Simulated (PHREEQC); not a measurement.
Sulfide liquor

Consider water at 65 °C with 0.036 mol H2S, 0.00083 mol NaHCO3 and 0.032 mol HCl per kg of water. Closed to the air; pH follows from the charge balance.

Equilibrium calculation in PHREEQC: ion-association model, phreeqc.dat.

The pH is 1.57, the ionic strength comes out as 0.0320 mol/kgw and the specific conductance is 24300 µS/cm. The total alkalinity is -31.2 meq/kg.

| species | molality | activity | log γ |
|---|---|---|---|
| H2S | 0.0360 | 0.0363 | 0.003 |
| Cl- | 0.0320 | 0.0266 | -0.081 |
| H+ | 0.0312 | 0.0269 | -0.064 |
| Na+ | 0.000830 | 0.000696 | -0.077 |
| CO2 | 0.000830 | 0.000836 | 0.003 |
| HS- | 4.13e-7 | 3.43e-7 | -0.082 |
| (CO2)2 | 3.65e-8 | 3.67e-8 | 0.003 |
| HCO3- | 1.86e-8 | 1.56e-8 | -0.075 |

This is a speciation only: nothing precipitates in the calculation. Complexes and solids missing from the database can't appear. Away from 25 °C the constants follow the database's enthalpies or fits; those with neither stay at their 25 °C values.
